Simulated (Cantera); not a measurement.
Mixture: CO : H2 : O2 : N2 : H2O = 1 : 0.17 : 0.487 : 1.83 : 0.85 (molar parts), equivalence ratio 1.2, at 5.00 bar, adiabatic and at constant volume. Ignition delay is the time to a rise of 400 K.

Computed with Cantera and GRI-Mech 3.0 (53 species, 325 reactions). The hydrogen kinetics of GRI-Mech 3.0 are dated; newer H2 mechanisms differ, most at raised pressure.

### Question
What does this change do: CO 1 to 2 parts?

### Answer
```json
[
 {"quantity": "delay at 1050 K", "before": "2.78 ms", "after": "1.78 ms"},
 {"quantity": "delay at 1150 K", "before": "0.384 ms", "after": "0.250 ms"},
 {"quantity": "delay at 1250 K", "before": "65.5 µs", "after": "49.9 µs"},
 {"quantity": "delay at 1350 K", "before": "19.8 µs", "after": "18.7 µs"},
 {"quantity": "delay at 1450 K", "before": "10.4 µs", "after": "10.6 µs"},
 {"quantity": "delay at 1550 K", "before": "6.96 µs", "after": "7.31 µs"},
 {"quantity": "apparent activation energy between 1350 and 1550 K", "before": "91 kJ/mol", "after": "82 kJ/mol"}
]
```

### Question
What does this change do: pressure from 5.00 bar to 1.01 bar?

### Answer
```json
[
 {"quantity": "delay at 1050 K", "before": "2.78 ms", "after": "1.22 ms"},
 {"quantity": "delay at 1150 K", "before": "0.384 ms", "after": "0.195 ms"},
 {"quantity": "delay at 1250 K", "before": "65.5 µs", "after": "92.4 µs"},
 {"quantity": "delay at 1350 K", "before": "19.8 µs", "after": "59.8 µs"},
 {"quantity": "delay at 1450 K", "before": "10.4 µs", "after": "44.7 µs"},
 {"quantity": "delay at 1550 K", "before": "6.96 µs", "after": "36.7 µs"}
]
```
Where the delays flatten at high temperature, the 400 K rule measures the pace of heat release, not the induction time.
